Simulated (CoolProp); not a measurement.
Carbon monoxide at several states: density (kg/m³) from the reference equation and from simpler models built on Tc = 132.9 K, pc = 3498 kPa, ω = 0.050; each cubic takes its own stable root.

Computed with CoolProp (reference Helmholtz-energy equation of state, Lemmon 2006). It is a short technical equation, of lower accuracy than the large ones.

| T (K) | p (kPa) | phase | reference |
|---|---|---|---|
| 177.5 | 294 | gas | 5.645 |
| 396.5 | 607 | gas | 5.151 |
| 186.6 | 775 | gas | 14.36 |
| 113.5 | 2060 | liquid | 631.3 |
| 354.3 | 13.5 | gas | 0.1284 |

**Question.** How far does each simpler model (van der Waals, Soave-Redlich-Kwong, Peng-Robinson) lie from the reference over these 5 states: mean and median of the absolute difference, and the worst?

**Answer.** 
- van der Waals: mean 6.5 %, median 0.2 %, worst -31.9 % at 113.5 K and 2060 kPa
- Soave-Redlich-Kwong: mean 1.0 %, median 0.1 %, worst -4.8 % at 113.5 K and 2060 kPa
- Peng-Robinson: mean 1.7 %, median 0.2 %, worst +7.7 % at 113.5 K and 2060 kPa
